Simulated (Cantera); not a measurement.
What does this Cantera script print?

```python
import numpy as np
import cantera as ct

gas = ct.Solution("gri30.yaml")


def delay(T, t_max=10):
    gas.TPX = T, 130000, {'CH4': 1, 'C2H6': 0.046, 'C3H8': 0.07, 'O2': 1.79, 'N2': 6.74}
    reactor = ct.IdealGasConstPressureReactor(gas, clone=False)
    net = ct.ReactorNet([reactor])
    net.rtol, net.atol = 1e-8, 1e-16
    while net.time < t_max:
        t_old, T_old = net.time, reactor.T
        net.step()
        if reactor.T > T + 400:  # ignition: a rise of 400 K
            return t_old + (T + 400 - T_old) / (reactor.T - T_old) * (net.time - t_old)
    return np.nan


taus = []
for T in [1100, 1150, 1200, 1250, 1300, 1350, 1400, 1450]:
    taus.append(delay(T))
    print(f"T0 = {T:6g} K   tau = {taus[-1]:.4e} s")
```

It prints:

```
T0 =   1100 K   tau = 4.4859e-02 s
T0 =   1150 K   tau = 1.9975e-02 s
T0 =   1200 K   tau = 8.9356e-03 s
T0 =   1250 K   tau = 4.1084e-03 s
T0 =   1300 K   tau = 1.9760e-03 s
T0 =   1350 K   tau = 1.0048e-03 s
T0 =   1400 K   tau = 5.4244e-04 s
T0 =   1450 K   tau = 3.1092e-04 s
```

Computed with Cantera and GRI-Mech 3.0 (53 species, 325 reactions).
